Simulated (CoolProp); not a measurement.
Properties of CH3F (R41) along the isotherm 51.85 °C.

Computed with CoolProp (reference Helmholtz-energy equation of state, Lemmon 2006). It is a short technical equation, of lower accuracy than the large ones.

```
p (MPa)  phase  speed of sound (m/s)  Joule-Thomson coefficient (K/MPa)  isothermal compressibility (1/MPa)  expansivity (1/kK)  fugacity coefficient
-------  -----  --------------------  ---------------------------------  ----------------------------------  ------------------  --------------------
0.00934    gas                 317.5                              14.08                               107.1               3.083                0.9994
0.0137     gas                 317.5                              14.08                               73.05               3.086                0.9992
0.0201     gas                 317.4                              14.08                               49.81               3.090                0.9988
0.0295     gas                 317.3                              14.08                               33.96               3.095                0.9982
0.0433     gas                 317.1                              14.07                               23.16               3.104                0.9973
0.0636     gas                 316.9                              14.07                               15.79               3.117                0.9961
0.0934     gas                 316.5                              14.06                               10.77               3.136                0.9943
0.137      gas                 316.0                              14.05                               7.362               3.164                0.9916
0.201      gas                 315.3                              14.03                               5.038               3.206                0.9877
0.295      gas                 314.2                              14.00                               3.454               3.270                0.9819
0.433      gas                 312.5                              13.96                               2.374               3.366                0.9735
0.636      gas                 310.1                              13.90                               1.639               3.515                0.9612
0.934      gas                 306.4                              13.82                               1.140               3.752                0.9433
1.37       gas                 301.0                              13.68                              0.8036               4.143                0.9174
2.01       gas                 292.8                              13.47                              0.5789               4.841                0.8801
2.95       gas                 280.0                              13.11                              0.4357               6.267                0.8264
```
